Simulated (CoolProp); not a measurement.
Sulfur hexafluoride along the isobar 448 kPa: fugacity coefficient from the reference equation and from simpler models built on Tc = 318.7 K, pc = 3755 kPa, ω = 0.210; each cubic takes its own stable root.

Computed with CoolProp (reference Helmholtz-energy equation of state, Guder 2009).

```tsv
T (K)	phase	reference
229.5	liquid	0.6129
236.8	liquid	0.7955
244.2	gas	0.9053
251.5	gas	0.9141
258.8	gas	0.9217
266.1	gas	0.9285
273.4	gas	0.9345
280.7	gas	0.9399
288	gas	0.9447
295.3	gas	0.9490
302.6	gas	0.9529
309.9	gas	0.9565
```

Question: How far does each simpler model (Redlich-Kwong, Soave-Redlich-Kwong, Peng-Robinson) lie from the reference over these 12 states: mean and median of the absolute difference, and the worst?

Answer: 
- Redlich-Kwong: mean 4.6 %, median 0.4 %, worst +37.2 % at 229.5 K and 448 kPa
- Soave-Redlich-Kwong: mean 0.5 %, median 0.1 %, worst +2.3 % at 229.5 K and 448 kPa
- Peng-Robinson: mean 0.6 %, median 0.5 %, worst +1.3 % at 229.5 K and 448 kPa

At some of these states Redlich-Kwong gives the other phase, because its saturation line lies elsewhere.
